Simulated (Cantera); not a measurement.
A perfectly stirred reactor is fed with 55.6 % H2, 9.26 % O2, 35.2 % N2, equivalence ratio 3.0, at 13300 Pa; it is held at 1173 K, and followed from long to short residence time.

Detailed kinetics in Cantera: GRI-Mech 3.0 (53 species, 325 reactions). The temperature is held fixed by assumption; the heat of reaction is taken as removed at once.

x: mole fraction; the columns are a selection and need not sum to one.

| τ (s) | x H2 | x O2 | x HO2 | x H2O | x NO |
|---|---|---|---|---|---|
| 3.8 | 0.407 | 5.42e-5 | 1.16e-8 | 0.204 | … |
| 1.2 | 0.406 | 9.69e-5 | 2.06e-8 | 0.203 | … |
| 0.39 | 0.404 | 0.000171 | 3.64e-8 | 0.203 | … |
| 0.12 | 0.400 | 0.000313 | 6.64e-8 | 0.202 | … |
| 0.039 | 0.395 | 0.000562 | 1.19e-7 | 0.201 | … |
| 0.012 | 0.386 | 0.00106 | 2.22e-7 | 0.198 | … |
| 0.0039 | 0.373 | 0.00201 | 4.15e-7 | 0.194 | … |
| 0.0012 | 0.357 | 0.00421 | 8.47e-7 | 0.185 | … |

Q: Some entries are withheld; supply them.

A: 
- 3.8, x NO: 8.82e-9
- 1.2, x NO: 1.59e-8
- 0.39, x NO: 2.79e-8
- 0.12, x NO: 4.95e-8
- 0.039, x NO: 8.42e-8
- 0.012, x NO: 1.42e-7
- 0.0039, x NO: 2.23e-7
- 0.0012, x NO: 3.18e-7
